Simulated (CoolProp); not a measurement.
Sulfur hexafluoride at 327.15 K and 5.06 MPa is throttled through a valve to 0.939 MPa with no heat exchange. Each further row changes one setting.

Model: reference Helmholtz-energy equation of state, Guder 2009, in CoolProp.

| case | temperature change (K) | final phase | final density (kg/m³) |
|---|---|---|---|
| as stated | -64.0 | two-phase, vapour fraction 0.836 | 91.6 |
| outlet pressure 0.282 MPa | -98.8 | two-phase, vapour fraction 0.991 | 23.8 |
| outlet pressure 1.22 MPa | -54.9 | two-phase, vapour fraction 0.787 | 127 |
